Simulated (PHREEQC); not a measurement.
Consider water at 25 °C with 0.24 mol HF, 0.091 mol NaF and 7.2e-05 mol KCl per kg of water. Closed to the air; pH follows from the charge balance.

Model: ion-association model, phreeqc.dat, run in PHREEQC.

```
quantity                   before    after
------------------------  -------  -------
pH                           2.49     3.15
ionic strength (mol/kgw)   0.0934  0.00165
HF (mol/kgw)                0.196  0.00165
F- (mol/kgw)               0.0533  0.00163
HF2- (mol/kgw)             0.0400  1.04e-5
NaF (mol/kgw)             0.00162  7.81e-7
```

Name the change that produced these shifts.
A. 0.065 mol/kgw NaCl added
B. diluted 2-fold with water
C. NaF from 0.091 to 0.1 mol/kgw
D. diluted 100-fold with water
E. KCl replaced by KBr at the same molality

D, diluted 100-fold with water

This is a speciation only: nothing precipitates in the calculation.
